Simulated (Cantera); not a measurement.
## Equilibrium for chemical vapour transport: Al2O3 + Cl2

Feed: 1 mol Al2O3, 0.54 mol Cl2, equilibrated at 0.190 bar.

These are equilibrium values from Cantera (NASA tables, ideal gas, pure condensed phases), not measurements of a reactor. Candidate condensed phases: Al, AlCl3, Al2O3; 17 gas species. Condensed phases not in the tables: AlOCl. Kinetics and transport are ignored.

| T (K) | x Cl2 | x Cl | x AlCl3 | x O2 | n Al2O3(s) |
|---|---|---|---|---|---|
| 875 | 1.000 | 0.000106 | 5.13e-6 | 3.84e-6 | 1.000 |
| 950 | 1.000 | 0.000406 | 2.41e-5 | 1.80e-5 | 1.000 |
| 1025 | 0.999 | 0.00128 | 8.97e-5 | 6.72e-5 | 1.000 |
| 1100 | 0.996 | 0.00347 | 0.000278 | 0.000208 | 1.000 |
| 1175 | 0.990 | 0.00827 | 0.000741 | 0.000554 | 1.000 |
| 1250 | 0.979 | 0.0177 | 0.00174 | 0.00130 | 1.000 |
| 1325 | 0.959 | 0.0347 | 0.00367 | 0.00274 | 0.999 |
| 1400 | 0.925 | 0.0627 | 0.00703 | 0.00524 | 0.998 |
| 1475 | 0.873 | 0.106 | 0.0123 | 0.00916 | 0.996 |
x: gas mole fraction; n: condensed amount in mol.

From 875 K to 1475 K the condensed part is Al2O3(s). The main Al-bearing gas is AlCl3 throughout.
